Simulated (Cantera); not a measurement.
Input: 1 mol CH3SiCl3, 0.19 mol C2H2, 5.8 mol H2, at 948.15 K.

Points: P (Pa) = 100, 240, 560, 1300, 3200, 7500, 18000, 42000, 100000.

Cantera's Mixture.equilibrate('TP', solver="vcs", rtol=1e-11, max_steps=5000) on the NASA tables stopped like this:

```
ERROR: FAILURE its = 5001!

*******************************************************************************
CanteraError thrown by MultiPhase::equilibrate:
VCS solver failed. Return code: -1
*******************************************************************************
```

Problem. What got this run through?

Solution. This is not unique; one that fits is The failure is numerical, not chemical. The same input converged with solver="gibbs", rtol=1e-10, max_steps=50000, and the result passed a check of the equilibrium conditions:
```
log10 of partial pressures in bar; condensed amounts in mol
      P/Pa        H2       HCL       CH4     SiCL4    SiHCL3     SiCL3   SiH2CL2     C(gr)    SiC(b)
       100    -3.126    -3.657    -7.018    -4.517    -6.332    -6.834    -9.142      0.65    0.7292
       240    -2.733    -3.340    -6.233    -4.035    -5.774    -6.473    -8.508    0.7179      0.66
       560    -2.354    -3.040    -5.475    -3.591    -5.252    -6.140    -7.908    0.7775    0.5973
      1300    -1.979    -2.746    -4.725    -3.167    -4.746    -5.822    -7.320    0.8268    0.5409
      3200    -1.580    -2.436    -3.927    -2.726    -4.216    -5.491    -6.701    0.8614    0.4874
      7500    -1.206    -2.147    -3.178    -2.319    -3.723    -5.186    -6.123    0.8631     0.443
   1.8e+04    -0.826    -1.854    -2.419    -1.904    -3.223    -4.875    -5.536    0.8033    0.4028
   4.2e+04    -0.468    -1.574    -1.703    -1.503    -2.743    -4.574    -4.977    0.6353    0.3678
     1e+05    -0.118    -1.295    -1.002    -1.085    -2.255    -4.261    -4.418    0.2915    0.3352
```

The gas is ideal and each condensed phase is pure. The feed counts by its element totals alone. The tables' values for SiCl3 are old estimates; treat these amounts as uncertain.
